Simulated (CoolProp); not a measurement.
A closed Brayton cycle with dry air: compressor inlet 325.15 K and 0.79 MPa, high pressure 1.72 MPa, turbine inlet 890 K, compressor efficiency 0.85, turbine efficiency 0.9, recuperator effectiveness 0.8 (on enthalpy, no pinch check). Each further row changes one setting.

Model: reference Helmholtz-energy equation of state, Lemmon 2000, in CoolProp. It is a pseudo-pure fit of the blend.

| case | thermal efficiency (%) | net work (kJ/kg) | compressor to turbine work | compressor exit (K) | turbine exit (K) |
|---|---|---|---|---|---|
| as stated | 28.9 | 66.9 | 0.59 | 420.1 | 743.0 |
| turbine inlet 840 K | 27.1 | 57.6 | 0.62 | 420.1 | 700.0 |
| compressor inlet 335.15 K | 27.9 | 63.9 | 0.61 | 432.9 | 743.0 |
| high pressure 1.46 MPa | 27.2 | 57.3 | 0.56 | 398.4 | 771.9 |
| recuperator effectiveness 0.5 | 20.1 | 66.9 | 0.59 | 420.1 | 743.0 |
